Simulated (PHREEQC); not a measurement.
0.032 g of hydrous ferric oxide (600 m²/g; 0.2 weak and 0.005 strong sites per Fe, Dzombak-Morel constants, diffuse double layer) in 1 kg of water with 0.005 mol/kgw of an inert sodium salt and 1.1e-06 mol CuSO4 and 6.9e-05 mol CaCl2, at 25 °C; the pH is set by adding NaOH or the inert anion's acid. O2 is buffered at 0.21 atm. No CO2 enters from the air. Precipitation was switched off in this run.

Base run: PHREEQC, ion-association model, wateq4f.dat. Each further column changes one thing. The table gives Cu sorbed (%).

```
pH    base  no electrostatic term (-no_edl)  background salt from 0.005 to 0.0005 mol/kgw  oxide from 0.032 to 0.16 g/kgw  0.00021 mol/kgw ZnCl2 added
----  ----  -------------------------------  --------------------------------------------  ------------------------------  ---------------------------
4      0.3                       (withheld)                                           0.3                             1.6                          0.3
4.75   6.3                             15.7                                           5.0                            24.7                          6.0
5.88  82.5                             95.3                                    (withheld)                      (withheld)                         61.7
6.62  98.7                             99.7                                          98.7                            99.8                         92.1
7.38  99.6                             99.8                                          99.6                            99.9                         84.1
8.12  99.2                       (withheld)                                          99.2                            99.9                         26.5
9.25  94.4                             85.3                                          93.9                            99.4                          4.9
10    61.7                       (withheld)                                    (withheld)                            98.9                          4.3
```

Fill in the missing entries.


- 4, no electrostatic term (-no_edl): 0.6
- 5.88, background salt from 0.005 to 0.0005 mol/kgw: 81.6
- 5.88, oxide from 0.032 to 0.16 g/kgw: 96.9
- 8.12, no electrostatic term (-no_edl): 99.3
- 10, no electrostatic term (-no_edl): 30.3
- 10, background salt from 0.005 to 0.0005 mol/kgw: 58.9

The database's constant for dissolved Cu(OH)2 is higher than later reviews accept. In at least one series the solution becomes supersaturated in solids that the run did not let form, among them Zn(OH)2-a, Zn5(OH)8Cl2.
